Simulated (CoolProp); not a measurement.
Water at 383.8 K and 0.109 MPa flows at 3 m/s in a round tube of 6 mm bore and 1.5 µm roughness, fully developed (64/Re and Nu = 3.66 if laminar; Colebrook and Gnielinski if turbulent). Each further row changes one setting.

The numbers come from the reference Helmholtz-energy equation of state, Wagner 2002 in CoolProp.

| case | Reynolds number | Darcy friction factor | pressure drop (Pa/m) | heat-transfer coefficient (W/(m² K)) | mass flow (kg/h) |
|---|---|---|---|---|---|
| as stated | 889 | 0.0720 | 33.7 | 15.5 | 0.191 |
| velocity 6 m/s | 1780 | 0.0360 | ___ | 15.5 | 0.381 |
| diameter 12 mm | 1780 | 0.0360 | ___ | ___ | ___ |

Task: Complete the blanks.

Result: 
- velocity 6 m/s, pressure drop (Pa/m): 67.4
- diameter 12 mm, pressure drop (Pa/m): 8.42
- diameter 12 mm, heat-transfer coefficient (W/(m² K)): 7.77
- diameter 12 mm, mass flow (kg/h): 0.763

Viscosity comes from a separate model (Huber 2009). Thermal conductivity comes from a separate model (Huber 2012).
